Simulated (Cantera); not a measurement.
A closed system holds: 1 mol Si2H6, 3.7 mol O3, equilibrated at 2500 Pa.

These are equilibrium values from Cantera (NASA tables, ideal gas, pure condensed phases), not measurements of a reactor. Candidate condensed phases: H2O, Si, SiO2; 18 gas species. The feed counts by its element totals alone. The tables hold silica as quartz up to 1696 K and as liquid above; real silica turns to tridymite and cristobalite and melts near 1996 K. Gases not in the tables: Si(OH)4. Kinetics and transport are ignored. All values below are at 1900 K.

Base state: H2O 0.587, O2 0.402, OH 0.00876, O 0.00120, H2 0.000762, H 0.000139 (mole fractions); condensed: SiO2(condensed).

Problem. What changes in the equilibrium state with this change: Si2H6 replaced by SiF4?

Solution. 
```
species                 before     after
--------------------  --------  --------
O2                       0.402     0.846
SiF4                         0     0.152
O                      0.00120   0.00173
H2O                      0.587         0
OH                     0.00876         0
H2                    0.000762         0
F                            0  0.000233
SiO2(condensed), mol      2.00  0.000174
```
The tables' values for SiF3 are old estimates; treat these amounts as uncertain.

Problem. What changes in the equilibrium state with this change: O3 from 3.7 to 1.7 mol?

Solution. 
| species | before | after |
|---|---|---|
| H2 | 0.000762 | 0.629 |
| H2O | 0.587 | 0.366 |
| H | 0.000139 | 0.00398 |
| O2 | 0.402 | 2.30e-7 |
| SiO | 7.20e-7 | 0.000951 |
| O | 0.00120 | 9.06e-7 |
| OH | 0.00876 | 0.000190 |
| SiO2(condensed), mol | 2.00 | 2.00 |
